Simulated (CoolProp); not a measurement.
Vapour-liquid equilibrium of ethylbenzene (1) + p-xylene (2) at 56.45 °C; x and y are mole fractions of (1).

Values from CoolProp's multi-fluid Helmholtz-energy mixture model, Zhou 2012 and Zhou 2012; pair parameters Bell 2016.

```tsv
x	bubble pressure, mixture model (MPa)	bubble pressure, Raoult's law (MPa)	y, mixture model	y, Raoult's law
0.05	0.005894	0.005881	0.056	0.054
0.125	0.005943	0.005916	0.137	0.134
0.2	0.005988	0.005951	0.215	0.212
0.275	0.006028	0.005985	0.292	0.290
0.35	0.006066	0.006020	0.368	0.367
0.425	0.006100	0.006054	0.443	0.444
0.5	0.006132	0.006089	0.517	0.519
0.575	0.006162	0.006124	0.591	0.593
0.65	0.006191	0.006158	0.664	0.667
0.725	0.006219	0.006193	0.737	0.740
0.8	0.006246	0.006227	0.809	0.812
0.875	0.006273	0.006262	0.881	0.883
0.95	0.006301	0.006297	0.953	0.953
```

The largest gap from Raoult's law is +0.8 % in bubble pressure, at x = 0.35. No azeotrope shows between x = 0.05 and 0.95.

Pair parameters are fitted to limited data, so mixtures are less certain than the pure fluids.
